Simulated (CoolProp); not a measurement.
Propane along the isobar 44.1 bar: Z from the reference equation and from simpler models built on Tc = 369.9 K, pc = 42.51 bar, ω = 0.152; each cubic takes its own stable root.

Values from CoolProp's reference Helmholtz-energy equation of state, Lemmon 2009.

```
T (K)          phase  reference
-----  -------------  ---------
288.9         liquid     0.1571
307.6         liquid     0.1558
326.3         liquid     0.1570
345           liquid     0.1627
363.6         liquid     0.1820
382.3  supercritical     0.5425
401    supercritical     0.6606
419.7  supercritical     0.7291
438.3  supercritical     0.7770
457    supercritical     0.8135
475.7  supercritical     0.8423
494.4  supercritical     0.8656
513    supercritical     0.8848
531.7  supercritical     0.9010
550.4  supercritical     0.9147
```

How far does each simpler model (Redlich-Kwong, Peng-Robinson) lie from the reference over these 15 states: mean and median of the absolute difference, and the worst?


- Redlich-Kwong: mean 5.7 %, median 1.6 %, worst +22.5 % at 363.6 K and 44.1 bar
- Peng-Robinson: mean 2.9 %, median 2.3 %, worst +8.5 % at 363.6 K and 44.1 bar
